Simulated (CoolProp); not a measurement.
Isobutane at 293.15 K and 4.38 MPa flows at 0.64 m/s in a round tube of 20 mm bore and 15 µm roughness, fully developed (64/Re and Nu = 3.66 if laminar; Colebrook and Gnielinski if turbulent). Each further row changes one setting.

Values from CoolProp's reference Helmholtz-energy equation of state, Bücker 2006.

| case | Reynolds number | Darcy friction factor | pressure drop (Pa/m) | heat-transfer coefficient (W/(m² K)) | mass flow (kg/h) |
|---|---|---|---|---|---|
| as stated | 42500 | 0.0239 | 138 | 1170 | 409 |
| velocity 1.28 m/s | 85000 | 0.0217 | 502 | 2200 | 817 |
| diameter 40 mm | 85000 | 0.0203 | 58.6 | 1050 | 1630 |

Viscosity comes from a separate model (Vogel 2000). Thermal conductivity comes from a separate model (Perkins 2002).
